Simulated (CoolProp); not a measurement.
Vapour-liquid equilibrium of dimethyl ether (1) + ethanol (2) at 16.95 °C; x and y are mole fractions of (1).

The numbers come from the multi-fluid Helmholtz-energy mixture model, Wu 2011 and Schroeder 2014; pair parameters Bell 2016 in CoolProp.

**Question.** Give the bubble pressure and the first vapour's composition at x = 0.2, 0.35, 0.725. Is there an azeotrope?

**Answer.** x = 0.2: 145.7 kPa, y = 0.971; x = 0.35: 225.4 kPa, y = 0.983; x = 0.725: 360.0 kPa, y = 0.993. No azeotrope shows between x = 0.05 and 0.95.

The pair parameters rest on a limited set of measurements; away from them the model extrapolates. With so large a gap from Raoult's law the liquid may split in two, which this calculation doesn't test in full.
